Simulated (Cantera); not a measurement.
**Thermodynamics of abatement and gas-phase synthesis, feed H₂S + O₂**

A closed system holds: 1 mol H₂S, 1.4 mol O₂, held at 2252 °C and 248 Torr.

Equilibrium computed with Cantera from the NASA thermochemical tables; the gas is ideal and each condensed phase is pure. Candidate condensed phases: H₂O, H₂SO₄, S; 19 gas species. Kinetics and transport are ignored.

```
Property                             Value
-------------------------------  ---------
x(SO₂)                               0.429
x(H₂O)                               0.417
x(H₂)                               0.0557
x(SO)                               0.0550
x(OH)                               0.0184
x(H)                                0.0115
x(O₂)                              0.00762
x(O)                               0.00249
x(S)                               0.00176
gas amount                       2.049 mol
log10 activity of S(l) (absent)      -3.70
```
